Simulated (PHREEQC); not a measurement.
Dissolve 0.035 mmol/kgw NaH2PO4 at 25 °C. Closed to the air; pH follows from the charge balance.

Equilibrium calculation in PHREEQC: ion-association model, phreeqc.dat.

```
Quantity                  Value
--------------  ---------------
pH                         5.84
ionic strength  3.79e-5 mol/kgw
```

| species | molality | activity | log γ |
|---|---|---|---|
| Na+ | 3.50e-5 | 3.47e-5 | -0.003 |
| H2PO4- | 3.35e-5 | 3.33e-5 | -0.003 |
| H+ | 1.46e-6 | 1.45e-6 | -0.003 |
| HPO4-2 | 1.46e-6 | 1.42e-6 | -0.012 |
| H3PO4 | 7.12e-9 | 7.12e-9 | 0.000 |
| OH- | 7.02e-9 | 6.96e-9 | -0.003 |

This is a speciation only: nothing precipitates in the calculation.
